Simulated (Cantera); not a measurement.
An adiabatic, constant-volume homogeneous reactor starts with 7.51 % CH₃OH, 19.5 % O₂, 73.0 % N₂, equivalence ratio 0.58, at 1275 K and 1.01 bar.

Model: GRI-Mech 3.0 (53 species, 325 reactions), integrated in Cantera. GRI-Mech 3.0 was tuned for natural gas; its chemistry of methanol as a main component is partial and can be far from experiment.

Problem. Predict: time of steepest temperature rise; temperature at 0.500 s; equilibrium temperature; x(O₂) at 0.500 s; x(CO) at 0.500 s; x(O) at 0.500 s; x(H) at 0.500 s; x(N₂O) at 0.500 s.

Solution. time of steepest temperature rise: 3.29 ms
temperature at 0.500 s: 2584 K
equilibrium temperature: 2584 K
x(O₂) at 0.500 s: 0.0717 (gas-phase equilibrium 0.0717)
x(CO) at 0.500 s: 0.00903 (gas-phase equilibrium 0.00903)
x(O) at 0.500 s: 0.00396 (gas-phase equilibrium 0.00396)
x(H) at 0.500 s: 0.00135 (gas-phase equilibrium 0.00135)
x(N₂O) at 0.500 s: 1.11e-6 (gas-phase equilibrium 1.11e-6)
